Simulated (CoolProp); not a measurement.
A single-stage vapour-compression cycle with CH2F2 (R32): evaporating at 240.15 K (dew point), condensing at 284.15 K (bubble point), superheat 8 K, subcooling 2 K, compressor efficiency 0.65, no pressure losses. Each further row changes one setting.

Values from CoolProp's reference Helmholtz-energy equation of state, Tillner-Roth 1997.

```csv
case,cooling COP,pressure ratio,discharge temperature (K),refrigerating effect (kJ/kg),volumetric capacity (kJ/m³)
as stated,2.88,4.73,374.1,297,1930
evaporating temperature 245.15 K,3.38,3.84,362.1,299,2360
condensing temperature 279.15 K,3.33,4.07,361.2,306,1980
subcooling 7 K,2.96,4.73,374.1,306,1980
superheat 18 K,2.83,4.73,387.8,306,1890
compressor efficiency 0.55,2.43,4.73,392.1,297,1930
```
